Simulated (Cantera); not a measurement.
Feed: 1 mol PbS, 16 mol H2.

Cantera equilibrium calculation (NASA polynomials, part measured and part estimated; ideal gas, pure solids and liquids). Candidate condensed phases: Pb, PbS, S; 10 gas species. Mutual solubility and eutectic melting of coexisting phases are not modelled. Rates play no part.

Task: What condenses at these points (T in K, P in Pa): (1175, 6000); (1325, 10); (1100, 1700); (1325, 6000); (1025, 460)?

Result: 
| T (K) | P in Pa | condensed phases | Pb condensed (%) |
|---|---|---|---|
| 1175 | 6000 | Pb | 33.2 |
| 1325 | 10 | gas only | 0.0 |
| 1100 | 1700 | Pb | 27.2 |
| 1325 | 6000 | gas only | 0.0 |
| 1025 | 460 | Pb + PbS | 29.4 |
